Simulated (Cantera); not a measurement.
An isothermal, constant-pressure homogeneous reactor starts with 50.0 % CH4, 50.0 % H2, at 1375 K and 750 Torr.

Computed with Cantera and GRI-Mech 3.0 (53 species, 325 reactions). GRI-Mech 3.0 stops at C3 and has no aromatics, soot or wall deposition, so with more carbon than oxygen in the feed, carbon stays in small species such as C2H2 where larger ones or solid carbon would form.

Q: Predict: x(CH4) at 2.00 s; x(H2) at 2.00 s; x(H) at 2.00 s; x(C2H4) at 2.00 s; x(C2H6) at 2.00 s.

A: 
```
Property                                               Value
-----------------  -----------------------------------------
x(CH4) at 2.00 s         0.437 (gas-phase equilibrium 0.331)
x(H2) at 2.00 s          0.540 (gas-phase equilibrium 0.608)
x(H) at 2.00 s       1.70e-6 (gas-phase equilibrium 2.69e-6)
x(C2H4) at 2.00 s     0.00905 (gas-phase equilibrium 0.0241)
x(C2H6) at 2.00 s  0.000218 (gas-phase equilibrium 0.000358)
```
